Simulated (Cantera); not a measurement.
A perfectly stirred reactor is fed with N2O : H2O : N2 = 1 : 0.042 : 0.0031 (molar parts), at 0.0133 bar; it is held at 1400 K, and followed from long to short residence time.

Cantera simulation using GRI-Mech 3.0 (53 species, 325 reactions); the numbers are that mechanism's predictions, not measurements. GRI-Mech 3.0 was tuned for natural gas; its chemistry of N2O as a main component is partial and can be far from experiment. Radical loss at walls, strong at low pressure, is not modelled. The temperature is held fixed by assumption; the heat of reaction is taken as removed at once.

One state of this run: x N2O = 0.699; x H2O = 0.0366; x HO2 = 2.36e-6; x NO = 0.0284; x O2 = 0.0724; x H = 8.91e-8; x H2O2 = 7.24e-9. x: mole fraction; the columns are a selection and need not sum to one.

Question: Which value of τ (s) does it belong to?
(A) 0.53
(B) 0.010
(C) 0.0054
(D) 1.0

Answer: D, 1.0
